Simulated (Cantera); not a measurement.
**Premixed flame**

A freely propagating, adiabatic, planar premixed flame of 29.2 % H2, 14.9 % O2, 56.0 % N2, equivalence ratio 0.98, unburnt at 625 K and 9.87 atm; multicomponent transport, grid criteria slope 0.08 and curve 0.16, no radiation.

Cantera simulation using the H2/O2 subset of GRI-Mech 3.0, which has no nitrogen chemistry; the numbers are that mechanism's predictions, not measurements. The hydrogen kinetics of GRI-Mech 3.0 are dated; newer H2 mechanisms differ, most at raised pressure. Burning velocities carry a grid error of a few per cent, more on coarse grids.

```json
[
 {"z (mm)": "-0.0765", "T (K)": "625", "u (m/s)": "6.32", "x H2": "0.292", "x O2": "0.149", "x H2O2": "<1e-8", "x H": "<1e-8", "x H2O": "<1e-8", "x OH": "<1e-8"},
 {"z (mm)": "-0.0510", "T (K)": "625", "u (m/s)": "6.32", "x H2": "0.291", "x O2": "0.149", "x H2O2": "<1e-8", "x H": "<1e-8", "x H2O": "3.59e-7", "x OH": "<1e-8"},
 {"z (mm)": "-0.0382", "T (K)": "625", "u (m/s)": "6.32", "x H2": "0.291", "x O2": "0.149", "x H2O2": "<1e-8", "x H": "<1e-8", "x H2O": "2.48e-6", "x OH": "<1e-8"},
 {"z (mm)": "-0.0255", "T (K)": "627", "u (m/s)": "6.31", "x H2": "0.289", "x O2": "0.149", "x H2O2": "2.61e-7", "x H": "<1e-8", "x H2O": "5.09e-5", "x OH": "<1e-8"},
 {"z (mm)": "-0.0127", "T (K)": "687", "u (m/s)": "6.75", "x H2": "0.266", "x O2": "0.152", "x H2O2": "3.16e-5", "x H": "3.80e-5", "x H2O": "0.00403", "x OH": "3.84e-5"},
 {"z (mm)": "-0.00637", "T (K)": "997", "u (m/s)": "9.42", "x H2": "0.216", "x O2": "0.142", "x H2O2": "0.000129", "x H": "0.00211", "x H2O": "0.0383", "x OH": "0.00108"},
 {"z (mm)": "0", "T (K)": "1478", "u (m/s)": "13.5", "x H2": "0.139", "x O2": "0.105", "x H2O2": "3.20e-5", "x H": "0.0122", "x H2O": "0.121", "x OH": "0.00392"},
 {"z (mm)": "0.00637", "T (K)": "1821", "u (m/s)": "16.5", "x H2": "0.0775", "x O2": "0.0609", "x H2O2": "5.76e-6", "x H": "0.0212", "x H2O": "0.201", "x OH": "0.00956"},
 {"z (mm)": "0.0127", "T (K)": "2011", "u (m/s)": "18.1", "x H2": "0.0502", "x O2": "0.0375", "x H2O2": "3.89e-6", "x H": "0.0219", "x H2O": "0.241", "x OH": "0.0144"},
 {"z (mm)": "0.0255", "T (K)": "2202", "u (m/s)": "19.7", "x H2": "0.0359", "x O2": "0.0238", "x H2O2": "2.58e-6", "x H": "0.0162", "x H2O": "0.267", "x OH": "0.0175"},
 {"z (mm)": "0.0510", "T (K)": "2363", "u (m/s)": "20.9", "x H2": "0.0285", "x O2": "0.0180", "x H2O2": "1.83e-6", "x H": "0.00936", "x H2O": "0.284", "x OH": "0.0165"},
 {"z (mm)": "0.102", "T (K)": "2483", "u (m/s)": "21.8", "x H2": "0.0215", "x O2": "0.0142", "x H2O2": "1.37e-6", "x H": "0.00491", "x H2O": "0.299", "x OH": "0.0140"},
 {"z (mm)": "0.204", "T (K)": "2560", "u (m/s)": "22.4", "x H2": "0.0156", "x O2": "0.0114", "x H2O2": "1.07e-6", "x H": "0.00262", "x H2O": "0.309", "x OH": "0.0115"}
]
```
x: mole fraction of selected species; z is measured from the peak of heat release.

```json
{
 "laminar_burning_velocity": "632 cm/s",
 "thermal_thickness": "0.0255 mm",
 "peak x(H2O2)": "0.000130",
 "peak x(H)": "0.0223",
 "peak x(OH)": "0.0176",
 "grid_points": "104"
}
```
